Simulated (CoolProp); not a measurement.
A Linde-Hampson liquefier for ethylene: isothermal reversible compression at 300 K from 1 atm to 40 MPa, throttling to 1 atm, return gas leaving the recuperator 5 K below the feed. Each further row changes one setting.

Values from CoolProp's reference Helmholtz-energy equation of state, Smukala 2000.

| case | liquid yield per pass | compression work (kJ/kg of gas) |
|---|---|---|
| as stated | 0.470 | 420 |
| high pressure 80 MPa | 0.418 | 503 |
| warm-end temperature 330 K | 0.398 | 492 |
| warm-end gap 10 K | 0.463 | 420 |
